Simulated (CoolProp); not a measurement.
A simple Rankine cycle with R236EA: condensing at 314.15 K, boiler at 2.8 MPa, turbine inlet 406.9 K, turbine efficiency 0.9, pump efficiency 0.6, no recuperator. Each further row changes one setting.

Values from CoolProp's reference Helmholtz-energy equation of state, Rui 2013.

| case | thermal efficiency (%) | net work (kJ/kg) | heat in (kJ/kg) | turbine exit temperature (K) | volume ratio over the turbine |
|---|---|---|---|---|---|
| as stated | 13.5 | [?] | 199 | 340.8 | [?] |
| condensing temperature 306.15 K | 14.6 | 30.6 | 209 | [?] | 14.1 |
| boiler pressure 1.96 MPa | 12.0 | 26.0 | [?] | 360.5 | 6.27 |
| turbine efficiency 0.8 | [?] | [?] | 199 | 344.2 | 11.1 |

Complete the blanks.


- as stated, net work (kJ/kg): 26.8
- as stated, volume ratio over the turbine: 11.0
- condensing temperature 306.15 K, turbine exit temperature (K): 335.4
- boiler pressure 1.96 MPa, heat in (kJ/kg): 217
- turbine efficiency 0.8, thermal efficiency (%): 11.8
- turbine efficiency 0.8, net work (kJ/kg): 23.5
